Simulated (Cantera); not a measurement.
A closed system holds: 1 mol V₂O₃, 630 mol H₂, 1.6 mol N₂, at 627 °C and 1 atm.

Equilibrium computed with Cantera from the NASA thermochemical tables; the gas is ideal and each condensed phase is pure. Candidate condensed phases: H₂O, V, VN, VO, V₂O₃, V₂O₄, V₂O₅; 28 gas species. VN: taken at fixed stoichiometry. Condensed phases not in the tables: the oxides between V₂O₃ and V₂O₅ other than VO₂, V₂N. Rates play no part.

Base state: H₂ 0.997, N₂ 0.00222, H₂O 0.000867, NH₃ 5.75e-5 (mole fractions); condensed: VN(s) + V₂O₃(s).

Question: What changes in the equilibrium state with this change: temperature from 627 °C to 1600 °C?

Answer: 
```
species         before     after
------------  --------  --------
H₂               0.997     0.995
N₂             0.00222   0.00253
H₂O           0.000867   0.00158
H                <1e-9  0.000640
NH₃            5.75e-5   1.28e-6
VN(s), mol       0.365         0
V₂O₃(s), mol     0.818         0
VO(s), mol           0      2.00
```
VO: taken at fixed stoichiometry.

Question: What changes in the equilibrium state with this change: V₂O₃ replaced by FeS₂?

Answer: 
```
species         before    after
------------  --------  -------
H₂               0.997    0.996
N₂             0.00222  0.00250
H₂S                  0  0.00158
H₂O           0.000867        0
NH₃            5.75e-5  6.10e-5
VN(s), mol       0.365        0
V₂O₃(s), mol     0.818        0
FeS(s), mol          0     1.00
```
FeS: taken at fixed stoichiometry. Further candidate phases: Fe, FeS, FeS₂, S.

Question: What changes in the equilibrium state with this change: pressure from 1 atm to 4280 Torr?

Answer: 
```csv
species,before,after
H₂,0.997,0.996
N₂,0.00222,0.00190
H₂O,0.000867,0.00146
NH₃,5.75e-5,0.000299
"VN(s), mol",0.365,0.615
"V₂O₃(s), mol",0.818,0.692
```
